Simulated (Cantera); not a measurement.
Input: 1 mol Si, 11 mol HCl, equilibrated at 3.00 mbar.

These are equilibrium values from Cantera (NASA tables, ideal gas, pure condensed phases), not measurements of a reactor. Candidate condensed phases: Si; 19 gas species. Equilibrium is a limit: real reactors are often held back by kinetics, nucleation or transport. All values below are at 498 K.

Base state: HCl 0.700, H2 0.200, SiCl4 0.100 (mole fractions); condensed: gas only.

Task: What changes in the equilibrium state with this change: HCl from 11 to 1.6 mol?

Result: 
```json
[
 {"species": "H2", "before": "0.200", "after": "0.656"},
 {"species": "SiCl4", "before": "0.100", "after": "0.312"},
 {"species": "SiHCl3", "before": "4.25e-8", "after": "0.0327"},
 {"species": "HCl", "before": "0.700", "after": "9.29e-6"},
 {"species": "SiH2Cl2", "before": "<1e-9", "after": "0.000117"},
 {"species": "Si(s), mol", "before": "0", "after": "0.590"}
]
```
